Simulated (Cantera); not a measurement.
## Silicon epitaxy and polysilicon growth: Si3H8 + HCl + H2

A closed system holds: 1 mol Si3H8, 1.4 mol HCl, 3.7 mol H2, equilibrated at 0.133 bar.

Cantera equilibrium calculation (NASA polynomials, part measured and part estimated; ideal gas, pure solids and liquids). Candidate condensed phases: Si; 19 gas species. The feed counts by its element totals alone. The tables' values for SiCl3 are old estimates; treat these amounts as uncertain. Kinetics and transport are ignored.

```tsv
T (°C)	log p H2	log p HCl	log p SiCl2	log p SiCl4	log p SiHCl3	log p SiCl3	n Si(s)
627	-0.90	-3.13	-5.24	-2.43	-2.74	-4.67	2.63
702	-0.90	-2.82	-4.54	-2.45	-2.77	-4.22	2.64
777	-0.90	-2.56	-3.96	-2.49	-2.81	-3.85	2.66
852	-0.91	-2.35	-3.47	-2.56	-2.87	-3.56	2.68
927	-0.91	-2.18	-3.08	-2.69	-2.98	-3.36	2.70
1002	-0.92	-2.06	-2.79	-2.90	-3.15	-3.25	2.72
1077	-0.92	-1.99	-2.60	-3.22	-3.40	-3.26	2.72
1152	-0.93	-1.95	-2.49	-3.63	-3.72	-3.36	2.72
1227	-0.93	-1.93	-2.43	-4.08	-4.06	-3.51	2.71
1302	-0.93	-1.93	-2.40	-4.52	-4.40	-3.67	2.71
```
log p: log10 of the partial pressure in bar; n: condensed amount in mol.

From 627 °C to 1302 °C the condensed part is Si(s). The main Si-bearing gas is SiCl4 at 627 °C and SiCl2 at 1302 °C. The share of Si in condensed phases is highest at 1077 °C (90.7 %) and lowest at 627 °C (87.6 %).
